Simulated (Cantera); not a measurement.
## Metals in furnace atmospheres: Ti + CO₂ + H₂

Charge: 1 mol Ti, 9.9 mol CO₂, 200 mol H₂, equilibrated at 1475 °C and 1 atm.

Equilibrium computed with Cantera from the NASA thermochemical tables; the gas is ideal and each condensed phase is pure. Candidate condensed phases: C, C₆H₆, C₇H₈, C₈H₁₈, H₂O, Ti, TiC, TiO, TiO₂, Ti₂O₃, Ti₃O₅, Ti₄O₇; 113 gas species. Condensed phases not in the tables: Magnéli phases beyond Ti₄O₇. Kinetics and transport are ignored.

```yaml
x(H₂): 0.914
x(CO): 0.0466
x(H₂O): 0.0383
x(CO₂): 0.000540
x(H): 0.000217
n(Ti₄O₇(s)): 0.250 mol
gas_amount: 209.9 mol
log10 activity of Ti₃O₅(s) (absent): -0.04
log10 activity of Ti₂O₃(s) (absent): -0.53
log10 activity of C(graphite) (absent): -3.38
```
